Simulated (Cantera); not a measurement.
Input: 1 mol B2O3, 9.2 mol H2, 22 mol N2, at 0.133 bar.

Method: chemical equilibrium by Gibbs-energy minimisation in Cantera with the NASA 1993 tables (ideal gas, pure condensed phases). Candidate condensed phases: B, BN, B2O3, B3O3H3, H2O; 39 gas species. Kinetics and transport are ignored.

At 2225 K, list the 7 most abundant gas species with their mole fractions, and the condensed phases.

N2 0.678, H2 0.261, HBO2 0.0161, HBO 0.0141, B2O3 0.0112, H 0.00906, BO 0.00583. Condensed: gas only.
